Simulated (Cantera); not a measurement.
A closed system holds: 1 mol Cu, 4.6 mol F₂, 1.7 mol H₂, 4.3 mol HF, equilibrated at 0.000180 bar.

Cantera equilibrium calculation (NASA polynomials, part measured and part estimated; ideal gas, pure solids and liquids). Candidate condensed phases: Cu, CuF₂; 15 gas species. The numbers say what is thermodynamically allowed, not how fast it happens. All values below are at 1323 K.

Base state: HF 0.616, F 0.304, CuF₂ 0.0798, CuF 0.000216, F₂ 1.34e-5 (mole fractions); condensed: gas only.

Task: What changes in the equilibrium state with this change: pressure from 0.000180 bar to 1.00 bar?

Result: 
```tsv
species	before	after
HF	0.616	0.698
F	0.304	0.247
F₂	1.34e-5	0.0489
CuF₂	0.0798	0.00648
CuF	0.000216	3.89e-9
CuF₂(l), mol	0	0.929
```
